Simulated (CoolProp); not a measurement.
Vapour-liquid equilibrium of R125 (1) + propane (2) at 305.8 K; x and y are mole fractions of (1).

The numbers come from the multi-fluid Helmholtz-energy mixture model, Lemmon 2005 and Lemmon 2009; pair parameters Bell 2016 in CoolProp.

```tsv
x	bubble pressure, mixture model (kPa)	bubble pressure, Raoult's law (kPa)	y, mixture model	y, Raoult's law
0.05	1321	1177	0.140	0.071
0.15	___	1230	0.305	0.205
0.25	1727	1283	___	0.327
0.35	___	1335	0.472	0.440
0.45	1901	1388	0.531	0.544
0.55	1942	1440	0.588	0.640
0.65	___	1493	0.649	0.730
0.75	___	1546	___	0.814
0.85	___	1598	0.806	0.892
0.95	1762	1651	___	0.965
```

**Question.** Complete the blanks.

**Answer.** 
- 0.15, bubble pressure, mixture model (kPa): 1567
- 0.25, y, mixture model: 0.402
- 0.35, bubble pressure, mixture model (kPa): 1832
- 0.65, bubble pressure, mixture model (kPa): 1956
- 0.75, bubble pressure, mixture model (kPa): 1938
- 0.75, y, mixture model: 0.719
- 0.85, bubble pressure, mixture model (kPa): 1878
- 0.95, y, mixture model: 0.923

The largest gap from Raoult's law is +37.2 % in bubble pressure, at x = 0.35. y crosses x between x = 0.55 and 0.65: the model has an azeotrope there.

The pair parameters rest on a limited set of measurements; away from them the model extrapolates.
